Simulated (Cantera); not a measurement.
Input: 1 mol PbO, 1.9 mol CO, at 840000 Pa.

Cantera equilibrium calculation (NASA polynomials, part measured and part estimated; ideal gas, pure solids and liquids). Candidate condensed phases: C, Pb, PbO, PbO2, Pb3O4; 15 gas species. Equilibrium is a limit: real reactors are often held back by kinetics, nucleation or transport.

**Question.** At 1150 °C, list the 3 most abundant gas species with their mole fractions, and the condensed phases.

**Answer.** CO2 0.526, CO 0.473, Pb 0.00133. Condensed: Pb(l).
